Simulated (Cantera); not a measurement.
An isothermal, constant-pressure homogeneous reactor starts with C₂H₆ : N₂ = 1 : 18 (molar parts), at 1200 K and 100.0 Torr. Integrator tolerance rtol = 1e-08.

Model: GRI-Mech 3.0 (53 species, 325 reactions), integrated in Cantera. GRI-Mech 3.0 stops at C3 and has no aromatics, soot or wall deposition, so with more carbon than oxygen in the feed, carbon stays in small species such as C2H2 where larger ones or solid carbon would form.

| quantity | before | after |
|---|---|---|
| x(C₂H₆) at 10.0 s | 1.19e-5 (gas-phase equilibrium 2.79e-6) | 3.66e-6 (gas-phase equilibrium 5.52e-7) |
| x(HCN) at 10.0 s | 3.15e-10 (gas-phase equilibrium 0.0429) | 7.27e-10 (gas-phase equilibrium 0.0309) |
| x(H₂) at 10.0 s | 0.0768 (gas-phase equilibrium 0.0710) | 0.0440 (gas-phase equilibrium 0.0453) |
| x(C₂H₄) at 10.0 s | 0.00843 (gas-phase equilibrium 0.00194) | 0.00463 (gas-phase equilibrium 0.000602) |
| x(H) at 10.0 s | 4.48e-7 (gas-phase equilibrium 1.45e-7) | 2.85e-7 (gas-phase equilibrium 1.16e-7) |

Problem. What was changed between the two runs?
A. N2 18 to 34 parts
B. C2H6 1 to 2.5 parts
C. pressure from 100.0 Torr to 0.578 Torr
D. pressure from 100.0 Torr to 20.0 Torr

Solution. A, N2 18 to 34 parts
